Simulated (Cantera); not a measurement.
A freely propagating, adiabatic, planar premixed flame of 26.1 % H2, 15.5 % O2, 58.4 % N2, unburnt at 550 K and 3750 Torr; mixture-averaged transport, grid criteria slope 0.08 and curve 0.16, no radiation.

Cantera simulation using the H2/O2 subset of GRI-Mech 3.0, which has no nitrogen chemistry; the numbers are that mechanism's predictions, not measurements. The hydrogen kinetics of GRI-Mech 3.0 are dated; newer H2 mechanisms differ, most at raised pressure. Burning velocities carry a grid error of a few per cent, more on coarse grids.

x: mole fraction of selected species; z is measured from the peak of heat release.

```
z (mm)   T (K)  u (m/s)     x H2    x O2   x H2O2      x OH       x O    x H2O
-------  -----  -------  -------  ------  -------  --------  --------  -------
-0.169     550     4.49    0.261   0.155    <1e-8     <1e-8     <1e-8  1.01e-8
-0.113     550     4.48    0.261   0.155    <1e-8     <1e-8     <1e-8  2.41e-7
-0.0845    550     4.48    0.260   0.155  1.69e-8     <1e-8     <1e-8  3.93e-6
-0.0563    552     4.48    0.257   0.156  3.07e-7     <1e-8   8.72e-8  5.42e-5
-0.0282      ?     4.80        ?   0.159        ?         ?         ?        ?
-0.0141    892     6.80    0.185   0.152  9.45e-5  0.000926  0.000296   0.0347
0         1340     9.94    0.115   0.117  3.20e-5   0.00331   0.00286    0.112
0.0141       ?     12.2        ?       ?        ?         ?         ?        ?
0.0282    1849     13.5   0.0336  0.0522  3.46e-6    0.0130   0.00818    0.224
0.0563    2033     14.8   0.0216  0.0402  2.06e-6    0.0158   0.00716    0.247
0.113     2188     15.7   0.0151  0.0357  1.34e-6    0.0151   0.00453    0.262
0.225     2298     16.4  0.00921  0.0330  9.44e-7    0.0125   0.00245    0.274
0.451     2363     16.8  0.00501  0.0316  7.26e-7   0.00960   0.00127    0.282
```

Question: Complete the blanks.

Answer: 
- -0.0282, T (K): 607
- -0.0282, x H2: 0.233
- -0.0282, x H2O2: 2.68e-5
- -0.0282, x OH: 3.06e-5
- -0.0282, x O: 8.41e-6
- -0.0282, x H2O: 0.00351
- 0.0141, T (K): 1666
- 0.0141, x H2: 0.0579
- 0.0141, x O2: 0.0745
- 0.0141, x H2O2: 5.89e-6
- 0.0141, x OH: 0.00860
- 0.0141, x O: 0.00668
- 0.0141, x H2O: 0.187
